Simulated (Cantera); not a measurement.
# Low-pressure radical oxidation in H2/O2

A perfectly stirred reactor is fed with H2 : O2 = 0.12 : 1 (molar parts), equivalence ratio 0.060, at 0.00868 atm; it is held at 1400 K, and followed from long to short residence time.

Model: GRI-Mech 3.0 (53 species, 325 reactions), integrated in Cantera. Radical loss at walls, strong at low pressure, is not modelled. The temperature is held fixed by assumption; the heat of reaction is taken as removed at once.

```json
[
 {"τ (s)": "0.54", "x H2": "0.000904", "x O2": "0.870", "x H2O": "0.107", "x HO2": "1.65e-6", "x OH": "0.00576"},
 {"τ (s)": "0.27", "x H2": "0.00132", "x O2": "0.862", "x H2O": "0.105", "x HO2": "1.90e-6", "x OH": "0.00693"},
 {"τ (s)": "0.14", "x H2": "0.00182", "x O2": "0.853", "x H2O": "0.102", "x HO2": "2.10e-6", "x OH": "0.00807"},
 {"τ (s)": "0.068", "x H2": "0.00245", "x O2": "0.842", "x H2O": "0.0976", "x HO2": "2.24e-6", "x OH": "0.00923"},
 {"τ (s)": "0.034", "x H2": "0.00310", "x O2": "0.832", "x H2O": "0.0937", "x HO2": "2.32e-6", "x OH": "0.0101"},
 {"τ (s)": "0.017", "x H2": "0.00381", "x O2": "0.824", "x H2O": "0.0904", "x HO2": "2.36e-6", "x OH": "0.0109"},
 {"τ (s)": "0.0084", "x H2": "0.00479", "x O2": "0.820", "x H2O": "0.0874", "x HO2": "2.38e-6", "x OH": "0.0115"},
 {"τ (s)": "0.0042", "x H2": "0.00640", "x O2": "0.818", "x H2O": "0.0844", "x HO2": "2.39e-6", "x OH": "0.0122"}
]
```
x: mole fraction; the columns are a selection and need not sum to one.
